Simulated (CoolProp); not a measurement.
The fluid at 277.07 K and 0.0798 MPa flows at 0.55 m/s in a round tube of 100 mm bore and 0.25 µm roughness, fully developed (64/Re and Nu = 3.66 if laminar; Colebrook and Gnielinski if turbulent). The same conditions are run with several fluids, on thermodynamics alone (safety and materials aside).

The numbers come from the reference Helmholtz-energy equation of state of each fluid (isobutane: Bücker 2006; propylene: Lemmon 2013; propane: Lemmon 2009; R404A: Lemmon 2003; R410A: Lemmon 2003) in CoolProp. Blends and air are pseudo-pure fits.

Question: Rank isobutane, propylene, propane, R404A, R410A by Reynolds number, highest first.

Answer: R404A (16600), isobutane (16300), R410A (11800), propane (11300), propylene (10300)

```tsv
fluid	Darcy friction factor	pressure drop (Pa/m)	heat-transfer coefficient (W/(m² K))	mass flow (kg/h)
isobutane	0.0272	0.0852	6.64	32.2
propylene	0.0307	0.0686	4.73	23.0
propane	0.0299	0.0703	5.36	24.1
R404A	0.0271	0.141	5.62	53.5
R410A	0.0296	0.114	4.20	39.6
```

Transport values come from each fluid's own correlations; those of propylene are estimates that may be off by 10 % or more.
